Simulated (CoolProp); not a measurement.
Computed with CoolProp (reference Helmholtz-energy equation of state, Span 2000).

Task: Give the vapour pressure (bar), vapour density (kg/m³), enthalpy of vaporisation (kJ/kg) of saturated nitrogen at -167.15, -153.05 °C.

Result: 
```csv
T (°C),p (bar),vapour density (kg/m³),enthalpy of vaporisation (kJ/kg)
-167.15,11.5,48.1,146
-153.05,25.2,126,91.5
```
